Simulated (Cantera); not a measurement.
Low-pressure radical oxidation in H2/O2

An isothermal, constant-pressure homogeneous reactor starts with H₂ : O₂ = 0.0075 : 1 (molar parts), equivalence ratio 0.0037, at 1100 K and 4.35 Torr.

Cantera simulation using the H2/O2 subset of GRI-Mech 3.0, which has no nitrogen chemistry; the numbers are that mechanism's predictions, not measurements. Radical loss at walls, strong at low pressure, is not modelled.

| t (s) | x H₂ | x O₂ | x H₂O₂ | x H | x H₂O | x O |
|---|---|---|---|---|---|---|
| 7.00e-6 | 0.00744 | 0.993 | <1e-12 | 2.56e-12 | <1e-12 | <1e-12 |
| 2.88e-5 | 0.00744 | 0.993 | <1e-12 | 9.86e-12 | <1e-12 | <1e-12 |
| 0.000118 | 0.00744 | 0.993 | <1e-12 | 3.17e-11 | <1e-12 | 1.30e-11 |
| 0.000487 | 0.00744 | 0.993 | <1e-12 | 6.89e-11 | 1.96e-11 | 1.33e-10 |
| 0.00201 | 0.00744 | 0.993 | <1e-12 | 1.88e-10 | 5.93e-10 | 1.15e-9 |
| 0.00825 | 0.00744 | 0.993 | 1.30e-12 | 4.08e-9 | 4.04e-8 | 3.93e-8 |
| 0.0339 | 0.00400 | 0.990 | 3.82e-8 | 0.000369 | 0.00276 | 0.00236 |
| 0.140 | 2.28e-5 | 0.987 | 6.41e-9 | 0.000271 | 0.00709 | 0.00563 |
| 0.574 | 1.38e-5 | 0.989 | 6.34e-9 | 0.000126 | 0.00722 | 0.00337 |
| 2.36 | 3.63e-6 | 0.992 | 5.54e-9 | 1.69e-5 | 0.00738 | 0.000878 |
| 9.72 | 4.03e-7 | 0.992 | 3.03e-9 | 6.36e-7 | 0.00744 | 9.83e-5 |
| 40.0 | 3.54e-8 | 0.993 | 7.48e-10 | 1.69e-8 | 0.00746 | 8.73e-6 |
x: mole fraction; the columns are a selection and need not sum to one.

Equilibrium at this temperature and pressure: H₂ 1.31e-10, O₂ 0.993, H₂O₂ 5.12e-12, H 3.91e-12, H₂O 0.00747, O 3.29e-8 (gas phase only).
